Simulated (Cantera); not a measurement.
A freely propagating, adiabatic, planar premixed flame of CH4 : H2 : O2 : N2 : H2O = 1 : 0.072 : 2.1 : 8.4 : 3 (molar parts), unburnt at 523 K and 0.720 bar; multicomponent+Soret transport, grid criteria slope 0.08 and curve 0.16, no radiation.

Detailed kinetics in Cantera: GRI-Mech 3.0 (53 species, 325 reactions). Burning velocities carry a grid error of a few per cent, more on coarse grids.

**Question.** Predict: laminar burning velocity; thermal thickness; peak x(HO2); peak x(H).

**Answer.** 
```
Item                          Value
------------------------  ---------
laminar burning velocity  40.5 cm/s
thermal thickness           1.03 mm
peak x(HO2)                 9.38e-5
peak x(H)                   0.00294
```
